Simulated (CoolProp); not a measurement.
Aqueous calcium chloride as a coolant, at -6 °C, 1 atm.

Model: Melinder's fits for secondary coolants, in CoolProp.

```tsv
mass %	freezing point (°C)	conductivity (W/(m K))	density (kg/m³)	Prandtl number	viscosity (mPa s)
13	-8.8	0.544	1118	18.3	2.95
16.2	-12.6	0.541	1148	19.5	3.28
19.4	-17.3	0.538	1180	21.2	3.72
22.6	-23.2	0.534	1213	23.6	4.30
25.8	-31.4	0.530	1248	27.1	5.09
29	-43.2	0.526	1283	32.3	6.22
```
